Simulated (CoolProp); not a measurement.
A simple Rankine cycle with dimethyl carbonate: condensing at 326.15 K, boiler at 3.18 MPa, turbine inlet 529 K, turbine efficiency 0.85, pump efficiency 0.6, no recuperator. Each further row changes one setting.

The numbers come from the reference Helmholtz-energy equation of state, Zhou 2011 in CoolProp.

| case | thermal efficiency (%) | net work (kJ/kg) | heat in (kJ/kg) | turbine exit temperature (K) | volume ratio over the turbine |
|---|---|---|---|---|---|
| as stated | 22.9 | 146 | 638 | 394.2 | 142 |
| turbine inlet 549 K | 22.9 | 157 | 684 | 418.2 | 130 |
| condensing temperature 318.15 K | 23.8 | 156 | 653 | 387.1 | 197 |
| boiler pressure 2.23 MPa | 21.9 | 146 | 667 | 413.8 | 84.6 |
| turbine efficiency 0.75 | 20.1 | 128 | 638 | 406.5 | 147 |
